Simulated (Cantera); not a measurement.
A diamond (100) surface in a fixed gas of H2 with x(CH4) = 0.018, x(H) = 0.047, at 1200 K, 48.0 Torr; coverages are run to steady state.

Model: the Harris–Goodwin 1993 mechanism for the reconstructed diamond (100) surface, integrated in Cantera.

θ: site fractions in the mechanism's names (c6HH fully hydrogenated, c6H* and c6*H radical sites, c6** diradical, c6HM methylated).

| x(CH3) | growth (µm/h) | θ c6HH | θ c6H* | θ c6*H | θ c6** | θ c6HM |
|---|---|---|---|---|---|---|
| 1e-06 | 0.0587 | 0.437 | 0.0392 | 0.492 | 0.0313 | 4.57e-6 |
| 2.2e-06 | 0.129 | 0.437 | 0.0392 | 0.492 | 0.0313 | 1.00e-5 |
| 4.9e-06 | 0.287 | 0.437 | 0.0392 | 0.492 | 0.0313 | 2.24e-5 |
| 1.1e-05 | ? | 0.437 | 0.0391 | 0.492 | 0.0313 | ? |
| 2.4e-05 | ? | 0.437 | 0.0391 | 0.492 | 0.0313 | ? |
| 5.3e-05 | 3.11 | 0.437 | 0.0391 | 0.492 | 0.0313 | 0.000242 |
| 0.00012 | 7.03 | 0.437 | 0.0391 | 0.492 | 0.0313 | 0.000547 |
| 0.00026 | 15.2 | 0.437 | 0.0391 | 0.491 | 0.0312 | 0.00118 |
| 0.00057 | 33.2 | 0.436 | 0.0390 | 0.490 | 0.0311 | 0.00259 |

Q: Some entries are withheld; supply them.

A: 
- 1.1e-05, growth (µm/h): 0.645
- 1.1e-05, θ c6HM: 5.02e-5
- 2.4e-05, growth (µm/h): 1.41
- 2.4e-05, θ c6HM: 0.000110
